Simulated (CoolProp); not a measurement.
The fluid at 350.03 K and 7.79 MPa (supercritical) is heated at constant pressure to 440.2 K. The same conditions are run with several fluids, on thermodynamics alone (safety and materials aside).

Model: reference Helmholtz-energy equation of state of each fluid (methane: Setzmann 1991; CF4 (R14): Platzer 1990; R410A: Lemmon 2003; nitrous oxide: Lemmon 2006; ethane: Bücker 2006), in CoolProp. The equations of Platzer and Polt are older, rougher fits. Blends and air are pseudo-pure fits.

Question: Rank methane, CF4 (R14), R410A, nitrous oxide, ethane by heat (kJ/kg), highest first.

Answer: ethane (278), methane (248), R410A (207), nitrous oxide (119), CF4 (R14) (82.1)

| fluid | final density (kg/m³) |
|---|---|
| methane | 34.5 |
| CF4 (R14) | 191 |
| R410A | 203 |
| nitrous oxide | 105 |
| ethane | 75.4 |
